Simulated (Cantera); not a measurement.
An isothermal, constant-pressure homogeneous reactor starts with H2 : O2 : N2 = 1.2 : 1 : 9 (molar parts), equivalence ratio 0.60, at 1398 K and 0.300 bar. Integrator tolerance rtol = 1e-08.

Detailed kinetics in Cantera: the H2/O2 subset of GRI-Mech 3.0, which has no nitrogen chemistry. The temperature is held fixed by assumption; the heat of reaction is taken as removed at once.

Q: What does this change do: temperature 1398 to 800 K?

A: 
```csv
quantity,before,after
x(H2) at 40.0 s,4.69e-7 (gas-phase equilibrium 4.69e-7),0.104 (gas-phase equilibrium <1e-12)
x(O2) at 40.0 s,0.0377 (gas-phase equilibrium 0.0377),0.0878 (gas-phase equilibrium 0.0377)
x(H) at 40.0 s,5.96e-9 (gas-phase equilibrium 5.96e-9),1.22e-8 (gas-phase equilibrium <1e-12)
x(OH) at 40.0 s,2.83e-5 (gas-phase equilibrium 2.83e-5),6.58e-10 (gas-phase equilibrium 8.19e-10)
x(H2O2) at 40.0 s,1.33e-9 (gas-phase equilibrium 1.33e-9),0.000283 (gas-phase equilibrium 1.40e-12)
x(H2O) at 40.0 s,0.113 (gas-phase equilibrium 0.113),0.00258 (gas-phase equilibrium 0.113)
x(HO2) at 40.0 s,1.93e-8 (gas-phase equilibrium 1.93e-8),4.92e-6 (gas-phase equilibrium 3.72e-12)
```
Below about 950 K walls govern HO2 and H2O2 in real vessels.

Q: What does this change do: temperature 1398 to 798 K?

A: 
```csv
quantity,before,after
x(H2) at 40.0 s,4.69e-7 (gas-phase equilibrium 4.69e-7),0.105 (gas-phase equilibrium <1e-12)
x(O2) at 40.0 s,0.0377 (gas-phase equilibrium 0.0377),0.0882 (gas-phase equilibrium 0.0377)
x(H) at 40.0 s,5.96e-9 (gas-phase equilibrium 5.96e-9),9.62e-9 (gas-phase equilibrium <1e-12)
x(OH) at 40.0 s,2.83e-5 (gas-phase equilibrium 2.83e-5),5.03e-10 (gas-phase equilibrium 7.71e-10)
x(H2O2) at 40.0 s,1.33e-9 (gas-phase equilibrium 1.33e-9),0.000243 (gas-phase equilibrium 1.34e-12)
x(H2O) at 40.0 s,0.113 (gas-phase equilibrium 0.113),0.00180 (gas-phase equilibrium 0.113)
x(HO2) at 40.0 s,1.93e-8 (gas-phase equilibrium 1.93e-8),4.39e-6 (gas-phase equilibrium 3.54e-12)
```
Below about 950 K walls govern HO2 and H2O2 in real vessels.
